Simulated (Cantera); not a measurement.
Input (Python, Cantera) and output of one run.

```python
import numpy as np
import cantera as ct

gas_names = [...]  # 130 gases of nasa_gas.yaml made of C, H, Mg, O, S
cond_names = """
    C(gr) C6H6(L) C7H8(L) C8H18(L),n-octa H2O(s) H2O(L) H2SO4(L) Mg(cr) Mg(L) MgCO3(s) MgO(s) MgO(L)
    MgO2H2(s) MgS(s) MgSO4(s) MgSO4(L) S(cr1) S(cr2) S(L)
""".split()


# ... load() reads the species with a 1 bar reference pressure and builds the phases ...
atoms = {
    'MgCO3': {'Mg': 1, 'C': 1, 'O': 3},
    'H2S': {'H': 2, 'S': 1},
    'O2': {'O': 2},
}
top_T = {'C(gr)': 4500, 'MgS(s)': 2250}  # K; cautious upper limits of use, not melting points


# ... equilibrate(T, P, feed) seeds the gas with the atoms and calls Mixture.equilibrate('TP', solver="vcs", rtol=1e-11, max_steps=5000) ...
results = []
feed = {'MgCO3': 1, 'H2S': 0.19, 'O2': 0.074}  # mol
T = 1498.15  # K
P = 1400  # Pa
mix = equilibrate(T, P, feed)
results.append((T, P, feed, dict(zip(mix.species_names, mix.species_moles))))
print(gas.report(threshold=0.0001))
for i in range(1, mix.n_phases):
    print(f"{mix.phase(i).name:16s} {mix.phase_moles(i):12.5e} mol")
```

It prints:

```
       temperature   1498.2 K
          pressure   1400 Pa
           density   0.0043905 kg/m^3
  mean mol. weight   39.064 kg/kmol
   phase of matter   gas

                          1 kg             1 kmol
                     ---------------   ---------------
          enthalpy       -5.9566e+06       -2.3269e+08  J
   internal energy       -6.2755e+06       -2.4515e+08  J
           entropy            8336.4        3.2566e+05  J/K
    Gibbs function       -1.8446e+07       -7.2057e+08  J
 heat capacity c_p            1304.9             50976  J/K
 heat capacity c_v            1092.1             42661  J/K

                      mass frac. Y      mole frac. X     chem. pot. / RT
                     ---------------   ---------------   ---------------
                CO           0.15184           0.21177           -41.454
               COS          0.000631        0.00041035           -55.887
               CO2           0.59366           0.52696           -66.687
                H2        0.00096806          0.018758           -26.844
               H2O          0.055535           0.12042           -52.077
               H2S        0.00095478         0.0010945           -41.277
                SH        0.00025081        0.00029629           -27.855
                SO         0.0035051          0.002849           -39.666
               SO2           0.16236          0.099013           -64.899
                S2          0.029703          0.018096           -28.866
               S2O        0.00054749        0.00026694           -54.099
     [ +119 minor]        3.9551e-05        6.9012e-05

C(gr)             0.00000e+00 mol
Mg(L)             0.00000e+00 mol
MgO(s)            1.00000e+00 mol
MgS(s)            0.00000e+00 mol
MgSO4(L)          0.00000e+00 mol
S(L)              0.00000e+00 mol
```

Method: chemical equilibrium by Gibbs-energy minimisation in Cantera with the NASA 1993 tables (ideal gas, pure condensed phases).
